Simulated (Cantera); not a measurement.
An isothermal plug-flow reactor at 1048 K and 1.01 bar (inlet), inlet velocity 3.1 m/s, active area per volume 350 1/m; feed CH4 : O2 : N2 = 0.006 : 0.15 : 0.79 (molar parts), equivalence ratio 0.080.

Computed with Cantera and Deutschmann's 1995 Pt surface mechanism with GRI-Mech 3.0 gas chemistry. Catalytic surfaces can have several steady states; this one follows from the mechanism file's or the stated starting coverage. Mass transfer to the wall is taken as infinitely fast.

Question: What does this change do: inlet velocity 3.1 to 0.67 m/s?

Answer: 
| quantity | before | after |
|---|---|---|
| x(CH4) at z = 0.0031 m | 0.00614 | 0.00544 |
| x(O2) at z = 0.0031 m | 0.158 | 0.157 |
| x(H2O) at z = 0.0031 m | 0.000414 | 0.00181 |
| x(CO2) at z = 0.0031 m | 0.000203 | 0.000899 |
| x(CO) at z = 0.0031 m | 3.71e-6 | 3.30e-6 |
| θ(free Pt) at the exit | 0.224 | 0.224 |
| θ(O*) at the exit | 0.776 | 0.775 |
